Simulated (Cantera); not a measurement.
B2O3 + HCl + H2 (oxide etching and cleaning by halides)

Feed: 1 mol B2O3, 5.6 mol HCl, 0.28 mol H2, at 39.0 Torr.

Equilibrium computed with Cantera from the NASA thermochemical tables; the gas is ideal and each condensed phase is pure. Candidate condensed phases: B, B2O3, B3O3H3, H2O; 33 gas species. The tables' values for BOCl are old estimates; treat these amounts as uncertain. Gases not in the tables: BHCl2. Rates play no part.

From 550 °C to 1225 °C the condensed part is B2O3(l). The main B-bearing gas is BCl3 at 550 °C and HBO2 at 1225 °C.

```json
[
 {"T (°C)": "550", "log p HCl": "-1.31", "log p H2": "-2.61", "log p HBO2": "-9.36", "log p BOCl": "-10.99", "log p H2O": "-5.61", "log p BCl3": "-5.84", "log p B2O3": "<-13", "log p B3O3Cl3": "-6.71", "n B2O3(l)": "1.000"},
 {"T (°C)": "625", "log p HCl": "-1.31", "log p H2": "-2.61", "log p HBO2": "-8.29", "log p BOCl": "-9.67", "log p H2O": "-5.33", "log p BCl3": "-5.57", "log p B2O3": "<-13", "log p B3O3Cl3": "-6.35", "n B2O3(l)": "1.000"},
 {"T (°C)": "700", "log p HCl": "-1.31", "log p H2": "-2.61", "log p HBO2": "-7.38", "log p BOCl": "-8.57", "log p H2O": "-5.10", "log p BCl3": "-5.35", "log p B2O3": "-12.05", "log p B3O3Cl3": "-6.05", "n B2O3(l)": "1.000"},
 {"T (°C)": "775", "log p HCl": "-1.31", "log p H2": "-2.61", "log p HBO2": "-6.62", "log p BOCl": "-7.62", "log p H2O": "-4.90", "log p BCl3": "-5.16", "log p B2O3": "-10.52", "log p B3O3Cl3": "-5.80", "n B2O3(l)": "0.999"},
 {"T (°C)": "850", "log p HCl": "-1.31", "log p H2": "-2.61", "log p HBO2": "-5.96", "log p BOCl": "-6.81", "log p H2O": "-4.73", "log p BCl3": "-5.00", "log p B2O3": "-9.21", "log p B3O3Cl3": "-5.59", "n B2O3(l)": "0.999"},
 {"T (°C)": "925", "log p HCl": "-1.31", "log p H2": "-2.61", "log p HBO2": "-5.39", "log p BOCl": "-6.09", "log p H2O": "-4.59", "log p BCl3": "-4.85", "log p B2O3": "-8.06", "log p B3O3Cl3": "-5.40", "n B2O3(l)": "0.998"},
 {"T (°C)": "1000", "log p HCl": "-1.31", "log p H2": "-2.61", "log p HBO2": "-4.89", "log p BOCl": "-5.47", "log p H2O": "-4.47", "log p BCl3": "-4.71", "log p B2O3": "-7.06", "log p B3O3Cl3": "-5.23", "n B2O3(l)": "0.997"},
 {"T (°C)": "1075", "log p HCl": "-1.31", "log p H2": "-2.61", "log p HBO2": "-4.46", "log p BOCl": "-4.91", "log p H2O": "-4.38", "log p BCl3": "-4.57", "log p B2O3": "-6.18", "log p B3O3Cl3": "-5.07", "n B2O3(l)": "0.994"},
 {"T (°C)": "1150", "log p HCl": "-1.31", "log p H2": "-2.61", "log p HBO2": "-4.08", "log p BOCl": "-4.40", "log p H2O": "-4.30", "log p BCl3": "-4.45", "log p B2O3": "-5.39", "log p B3O3Cl3": "-4.93", "n B2O3(l)": "0.988"},
 {"T (°C)": "1225", "log p HCl": "-1.31", "log p H2": "-2.61", "log p HBO2": "-3.74", "log p BOCl": "-3.96", "log p H2O": "-4.23", "log p BCl3": "-4.34", "log p B2O3": "-4.68", "log p B3O3Cl3": "-4.80", "n B2O3(l)": "0.976"}
]
```
log p: log10 of the partial pressure in bar; n: condensed amount in mol.
